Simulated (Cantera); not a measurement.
A Cantera script and what it prints.

```python
import numpy as np
import cantera as ct

gas_names = """
    C CN CO CO2 C2 CCN CNC C2N2 C2O C3 C3O2 C4 C4N2 C5 N NCO NO NO2 NO3 N2 N2O O O2 O3 Si SiC SiC2 SiN
    SiO SiO2 Si2 Si2C Si2N Si3
""".split()
cond_names = """
    C(gr) Si(cr) Si(L) SiC(b) SiO2(Lqz) SiO2(hqz) SiO2(L) Si2N2O(s) Si3N4(a)
""".split()


# ... load() reads the species with a 1 bar reference pressure and builds the phases ...
atoms = {
    'SiC': {'Si': 1, 'C': 1},
    'N2O': {'N': 2, 'O': 1},
    'N2': {'N': 2},
}
top_T = {'C(gr)': 4500, 'SiC(b)': 3050, 'Si2N2O(s)': 2100, 'Si3N4(a)': 2400}  # K; cautious upper limits of use, not melting points


# ... equilibrate(T, P, feed) seeds the gas with the atoms and calls Mixture.equilibrate('TP', solver="vcs", rtol=1e-11, max_steps=5000) ...
results = []
feed = {'SiC': 1, 'N2O': 0.55, 'N2': 3.7}  # mol
T = 1075  # K
P = 170  # Pa
mix = equilibrate(T, P, feed)
results.append((T, P, feed, dict(zip(mix.species_names, mix.species_moles))))
x = sorted(zip(gas.X, gas.species_names), reverse=True)
print(f"T = {T:g} K  P = {P:g} Pa  gas = {mix.phase_moles(0):.4g} mol")
print("   x: " + "  ".join(f"{s} {v:.3e}" for v, s in x if v > 1e-06))
print("   condensed (mol): " + ("  ".join(f"{mix.phase(i).name} {mix.phase_moles(i):.4g}"
      for i in range(1, mix.n_phases) if mix.phase_moles(i) > 1e-12) or "none"))
```

Output:

```
T = 1075 K  P = 170 Pa  gas = 3.8 mol
   x: N2 9.868e-01  CO 1.316e-02
   condensed (mol): C(gr) 0.95  Si2N2O(s) 0.5
```

Equilibrium computed with Cantera from the NASA thermochemical tables; the gas is ideal and each condensed phase is pure.
